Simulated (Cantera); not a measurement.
Charge: 1 mol SiH4, 1.3 mol N2, at 873 K and 5.30e-5 bar.

These are equilibrium values from Cantera (NASA tables, ideal gas, pure condensed phases), not measurements of a reactor. Candidate condensed phases: Si, Si3N4; 18 gas species. N2 is the only nitrogen source here; it is nearly inert below about 1500 K, so the nitride shown seldom forms there in practice. The numbers say what is thermodynamically allowed, not how fast it happens.

Base state: H2 0.759, N2 0.241 (mole fractions); condensed: Si3N4(s).

Task: What changes in the equilibrium state with this change: temperature from 873 K to 1900 K?

Result: 
| species | before | after |
|---|---|---|
| H2 | 0.759 | 0.415 |
| N2 | 0.241 | 0.292 |
| Si | <1e-9 | 0.219 |
| H | 5.60e-9 | 0.0702 |
| Si2 | <1e-9 | 0.00162 |
| SiH | <1e-9 | 0.000891 |
| Si3N4(s), mol | 0.333 | 0 |
The tables' values for SiN are old estimates; treat these amounts as uncertain. Gases not in the tables: Si2H6 and higher silanes.

Task: What changes in the equilibrium state with this change: SiH4 replaced by SiCl4?

Result: 
| species | before | after |
|---|---|---|
| N2 | 0.241 | 0.565 |
| SiCl4 | 0 | 0.435 |
| H2 | 0.759 | 0 |
| Si3N4(s), mol | 0.333 | 0 |
